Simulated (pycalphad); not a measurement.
## Effect of Al content in Si-Al

All values are pycalphad results on the COST 507 light-alloy database (1999) (1 atm), not direct measurements. The database dates from 1999; later assessments differ in places, in temperatures and in the compounds included. Phase fractions are per mole of atoms.

| alloy | liquidus (°C) | first solid | solidus (°C) | phases at 277 °C |
|---|---|---|---|---|
| Si-46.35Al (at.%) | 1099 | DIAMOND_A4 | 577 | DIAMOND_A4 0.54, FCC_A1 0.46 |
| Si-69.53Al (at.%) | 838 | DIAMOND_A4 | 577 | FCC_A1 0.70, DIAMOND_A4 0.30 |
| Si-92.7Al (at.%) | … | … | 577 | … |

### Question
What belongs in the gaps?

### Answer

- Si-92.7Al (at.%), liquidus (°C): 613
- Si-92.7Al (at.%), first solid: FCC_A1
- Si-92.7Al (at.%), phases at 277 °C: FCC_A1 0.93, DIAMOND_A4 0.07

FCC_A1 is fcc; DIAMOND_A4 is diamond (Si).
